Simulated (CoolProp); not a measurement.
A simple Rankine cycle with isobutane: condensing at 300.15 K, boiler at 2.25 MPa, turbine inlet 384.8 K, turbine efficiency 0.6, pump efficiency 0.7, no recuperator. Each further row changes one setting.

Model: reference Helmholtz-energy equation of state, Bücker 2006, in CoolProp.

```
case                             thermal efficiency (%)  net work (kJ/kg)  heat in (kJ/kg)  turbine exit temperature (K)  volume ratio over the turbine
-------------------------------  ----------------------  ----------------  ---------------  ----------------------------  -----------------------------
as stated                                           9.1              38.9              428                         333.9                           7.51
turbine inlet 404.8 K                               9.2              44.3              484                         359.6                           6.93
condensing temperature 292.15 K                    10.0              44.7              448                         329.5                           9.53
boiler pressure 1.57 MPa                            7.8              35.7              458                         350.6                           4.59
turbine efficiency 0.5                              7.4              31.6              428                         337.7                           7.62
```
